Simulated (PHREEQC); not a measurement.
# Acid mine or pickling water: speciation

Synthetic water in mg/L, 25 °C, pH 3.45, pe 8.2: Na 1610; K 398; Ca 39.4; Mg 6.36; Cl 604; S(6) as SO4 3380; Cu(2) 83.2; Zn 20.6; Li 4.62; Pb 17.2.

Valence states are taken as typed.

Model: ion-association model, phreeqc.dat, run in PHREEQC.

Each row changes one thing in this solution. Precipitation was switched off in this run.

| case | ionic strength (mol/kgw) | Na+ (mol/kgw) | SO4-2 (mol/kgw) | K+ (mol/kgw) | NaSO4- (mol/kgw) | Cu+2 (mol/kgw) | SI of Anglesite (PbSO4) | SI of Gypsum (CaSO4:2H2O) |
|---|---|---|---|---|---|---|---|---|
| as made | 0.112 | 0.0669 | 0.0293 | 0.00956 | 0.00352 | 0.000719 | +0.73 | -1.05 |
| Zn from 20.6 to 61.8 mg/L | 0.112 | 0.0670 | 0.0290 | 0.00957 | ? | 0.000723 | +0.73 | ? |
| all concentrations times 4 at the same typed pH | 0.415 | 0.258 | 0.101 | 0.0364 | 0.0296 | 0.00251 | +1.31 | -0.34 |
| S(6) from 3380 to 6760 mg/L | 0.175 | 0.0646 | 0.0611 | 0.00912 | ? | ? | +0.75 | -0.94 |

### Question
What belongs in the gaps?

### Answer

- Zn from 20.6 to 61.8 mg/L, NaSO4- (mol/kgw): 0.00348
- Zn from 20.6 to 61.8 mg/L, SI of Gypsum (CaSO4:2H2O): -1.06
- S(6) from 3380 to 6760 mg/L, NaSO4- (mol/kgw): 0.00608
- S(6) from 3380 to 6760 mg/L, Cu+2 (mol/kgw): 0.000583

Some of these states are supersaturated (in Anglesite, for instance).
